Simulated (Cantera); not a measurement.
Source: NASA polynomial tables (part measured, part estimated), evaluated in Cantera. Values are per mole of reaction as written; species without (g) are pure solids or liquids, kept so even where they would boil at 1 bar.

a) 0.6667 Ti + Cl2(g) = 0.6667 TiCl3
b) 0.6667 B + Cl2(g) = 0.6667 BCl3(g)
c) 2 Cs + Cl2(g) = 2 CsCl
d) 0.6667 Fe + Cl2(g) = 0.3333 Fe2Cl6(g)

### Question
Order these by ΔG° at 875 K, most negative first.

### Answer
c (-717 kJ), a (-354 kJ), b (-239 kJ), d (-165 kJ)
